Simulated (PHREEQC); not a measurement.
Solution (20 °C): 0.08 mol/kgw MgCl2, 0.001 mol/kgw CO2 and 1.3e-06 mol/kgw H4SiO4. Closed to the air; pH follows from the charge balance.

Computed with PHREEQC (ion-association model, phreeqc.dat).

Task: The ionic strength comes out as 0.240 mol/kgw. What activity coefficients do MgHCO3+, HCO3-, Mg+2, H+, Cl- get?

Result: MgHCO3+ 0.71, HCO3- 0.74, Mg+2 0.33, H+ 0.79, Cl- 0.70.

No solid was allowed to form.
